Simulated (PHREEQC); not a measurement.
Leach liquor

Consider water at 25 °C with 0.25 mol/kgw HCl and 0.0016 mol/kgw Al2(SO4)3. Closed to the air; pH follows from the charge balance.

The numbers come from PHREEQC with the ion-association model, phreeqc.dat.

* **pH**: 0.71
* **ionic strength**: 0.265 mol/kgw
* **activity of water**: 0.991
* **specific conductance**: 81100 µS/cm
* **density**: 1.002 g/cm³
* **total alkalinity**: -250 meq/kg

```tsv
species	molality	activity	log γ
Cl-	0.250	0.174	-0.158
H+	0.246	0.194	-0.104
HSO4-	0.00396	0.00292	-0.133
Al+3	0.00295	0.000342	-0.937
SO4-2	0.000589	0.000155	-0.579
AlSO4+	0.000236	0.000168	-0.149
AlHSO4+2	9.77e-6	2.88e-6	-0.531
Al(SO4)2-	1.16e-6	8.22e-7	-0.149
AlOH+2	6.15e-8	1.74e-8	-0.549
```

No solid was allowed to form.
